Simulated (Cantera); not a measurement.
An isothermal, constant-pressure homogeneous reactor starts with 2.36 % CH3OH, 0.272 % O2, 90.8 % N2, 6.54 % H2O, at 925 K and 400000 Pa.

Detailed kinetics in Cantera: GRI-Mech 3.0 (53 species, 325 reactions). GRI-Mech 3.0 was tuned for natural gas; its chemistry of methanol as a main component is partial and can be far from experiment. Below about 1000 K GRI-Mech 3.0 lacks low-temperature oxidation paths.

x: mole fraction; the columns are a selection and need not sum to one.

```json
[
 {"t (s)": "5.00e-5", "x CH3OH": "0.0236", "x O2": "0.00272", "x CH2CO": "<1e-12", "x N2O": "<1e-12", "x NO": "<1e-12"},
 {"t (s)": "0.000136", "x CH3OH": "0.0236", "x O2": "0.00272", "x CH2CO": "<1e-12", "x N2O": "<1e-12", "x NO": "<1e-12"},
 {"t (s)": "0.000369", "x CH3OH": "0.0236", "x O2": "0.00272", "x CH2CO": "<1e-12", "x N2O": "<1e-12", "x NO": "<1e-12"},
 {"t (s)": "0.00100", "x CH3OH": "0.0236", "x O2": "0.00272", "x CH2CO": "<1e-12", "x N2O": "<1e-12", "x NO": "<1e-12"},
 {"t (s)": "0.00273", "x CH3OH": "0.0236", "x O2": "0.00272", "x CH2CO": "<1e-12", "x N2O": "<1e-12", "x NO": "<1e-12"},
 {"t (s)": "0.00741", "x CH3OH": "0.0236", "x O2": "0.00272", "x CH2CO": "<1e-12", "x N2O": "<1e-12", "x NO": "<1e-12"},
 {"t (s)": "0.0202", "x CH3OH": "0.0236", "x O2": "0.00272", "x CH2CO": "<1e-12", "x N2O": "<1e-12", "x NO": "<1e-12"},
 {"t (s)": "0.0548", "x CH3OH": "0.0236", "x O2": "0.00272", "x CH2CO": "<1e-12", "x N2O": "<1e-12", "x NO": "<1e-12"},
 {"t (s)": "0.149", "x CH3OH": "0.0236", "x O2": "0.00272", "x CH2CO": "<1e-12", "x N2O": "<1e-12", "x NO": "<1e-12"},
 {"t (s)": "0.405", "x CH3OH": "0.0236", "x O2": "0.00272", "x CH2CO": "<1e-12", "x N2O": "1.26e-12", "x NO": "<1e-12"},
 {"t (s)": "1.10", "x CH3OH": "0.0236", "x O2": "0.00272", "x CH2CO": "<1e-12", "x N2O": "1.06e-11", "x NO": "<1e-12"},
 {"t (s)": "2.99", "x CH3OH": "0.000964", "x O2": "1.09e-12", "x CH2CO": "[?]", "x N2O": "3.33e-10", "x NO": "<1e-12"},
 {"t (s)": "8.12", "x CH3OH": "0.000680", "x O2": "<1e-12", "x CH2CO": "[?]", "x N2O": "3.29e-10", "x NO": "<1e-12"},
 {"t (s)": "22.1", "x CH3OH": "0.000275", "x O2": "<1e-12", "x CH2CO": "[?]", "x N2O": "3.21e-10", "x NO": "<1e-12"},
 {"t (s)": "60.0", "x CH3OH": "3.23e-5", "x O2": "<1e-12", "x CH2CO": "[?]", "x N2O": "3.01e-10", "x NO": "<1e-12"}
]
```

Q: Some entries are withheld; supply them.

A: 
- 2.99, x CH2CO: 3.12e-6
- 8.12, x CH2CO: 2.27e-6
- 22.1, x CH2CO: 1.03e-6
- 60.0, x CH2CO: 1.81e-7
